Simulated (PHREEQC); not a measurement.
Solution (63 °C): 0.24 mol/kgw K2SO4 and 0.017 mol/kgw KNO3. Closed to the air; pH follows from the charge balance.

The numbers come from PHREEQC with the ion-association model, wateq4f.dat.

Precipitation was switched off in this run.

Predict the ionic strength.

ionic strength 0.520 mol/kgw.

In which forms is K present?

K+ 78 %, KSO4- 22 % of the K.

Complexes and solids missing from the database can't appear. At this temperature some constants are extrapolated from 25 °C, and those without enthalpy data are left unchanged.
